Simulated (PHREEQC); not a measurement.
Make-up at 20 °C: 0.023 mol Cu(BF4)2, 0.037 mol Cu(NO3)2 and 0.0025 mol H3PO4 per kg of water. Closed to the air; pH follows from the charge balance.

Model: ion-association model, wateq4f.dat, run in PHREEQC.

Each row changes one thing in this solution. Precipitation was switched off in this run.

| case | pH | ionic strength (mol/kgw) | CuOH+ (mol/kgw) | Cu2(OH)2+2 (mol/kgw) | Cu(OH)2 (mol/kgw) | SI of Tenorite (CuO) | SI of Cu(OH)2 (Cu(OH)2) |
|---|---|---|---|---|---|---|---|
| as made | 2.55 | 0.182 | 9.86e-8 | 4.24e-9 | 5.11e-11 | -4.40 | -5.42 |
| H3PO4 left out | 2.71 | 0.181 | 1.42e-7 | 8.77e-9 | [?] | -4.08 | -5.11 |
| H3PO4 from 0.0025 to 0.00125 mol/kgw | 2.63 | 0.181 | 1.17e-7 | 5.96e-9 | 7.20e-11 | -4.25 | -5.27 |
| diluted 10-fold with water | 2.94 | 0.0190 | 3.55e-8 | 4.33e-10 | 5.62e-11 | -4.38 | -5.40 |
| diluted 5-fold with water | 2.85 | 0.0372 | 5.22e-8 | 1.01e-9 | 6.42e-11 | -4.32 | -5.34 |
| temperature from 20 to 90 °C | 2.73 | [?] | 1.34e-7 | 2.83e-6 | 1.01e-10 | -1.92 | -2.94 |
| H3PO4 replaced by NaH2PO4 at the same molality | 2.75 | 0.183 | 1.52e-7 | 1.01e-8 | 1.23e-10 | -4.02 | -5.04 |
| Cu(BF4)2 replaced by CuSO4 at the same molality | [?] | 0.158 | 1.74e-7 | 1.31e-8 | 1.93e-10 | -3.83 | -4.85 |
| temperature from 20 to 60 °C | 2.63 | 0.181 | 1.12e-7 | 2.11e-7 | 6.78e-11 | -2.92 | -3.94 |

Question: Some entries are withheld; supply them.

Answer: 
- H3PO4 left out, Cu(OH)2 (mol/kgw): 1.06e-10
- temperature from 20 to 90 °C, ionic strength (mol/kgw): 0.180
- Cu(BF4)2 replaced by CuSO4 at the same molality, pH: 2.88

Complexes and solids missing from the database can't appear. H3PO4, which wateq4f.dat lacks, is added to it with the constant of phreeqc.dat. At this temperature some constants are extrapolated from 25 °C, and those without enthalpy data are left unchanged. Real BF4- forms and hydrolyses slowly; the run takes it at equilibrium. The database has no phosphate complexes of Cu.
